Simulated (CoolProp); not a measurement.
R1233zd(E) along the isotherm 156.25 °C: density (kg/m³) from the reference equation and from simpler models built on Tc = 165.7 °C, pc = 3.583 MPa, ω = 0.304; each cubic takes its own stable root.

Model: reference Helmholtz-energy equation of state, Akasaka 2022, in CoolProp.

```json
[
 {"p (MPa)": "0.017", "phase": "gas", "reference": "0.6225"},
 {"p (MPa)": "0.0322", "phase": "gas", "reference": "1.181"},
 {"p (MPa)": "0.0611", "phase": "gas", "reference": "2.248"},
 {"p (MPa)": "0.116", "phase": "gas", "reference": "4.294"},
 {"p (MPa)": "0.219", "phase": "gas", "reference": "8.200"},
 {"p (MPa)": "0.416", "phase": "gas", "reference": "15.94"},
 {"p (MPa)": "0.789", "phase": "gas", "reference": "31.68"},
 {"p (MPa)": "1.5", "phase": "gas", "reference": "67.08"},
 {"p (MPa)": "2.83", "phase": "gas", "reference": "184.1"},
 {"p (MPa)": "5.37", "phase": "liquid", "reference": "864.2"}
]
```

Q: How far does each simpler model (Redlich-Kwong, Soave-Redlich-Kwong, Peng-Robinson) lie from the reference over these 10 states: mean and median of the absolute difference, and the worst?

A: 
- Redlich-Kwong: mean 2.6 %, median 0.2 %, worst -17.3 % at 156.25 °C and 5.37 MPa
- Soave-Redlich-Kwong: mean 2.2 %, median 0.2 %, worst -15.9 % at 156.25 °C and 5.37 MPa
- Peng-Robinson: mean 0.8 %, median 0.1 %, worst -6.2 % at 156.25 °C and 5.37 MPa
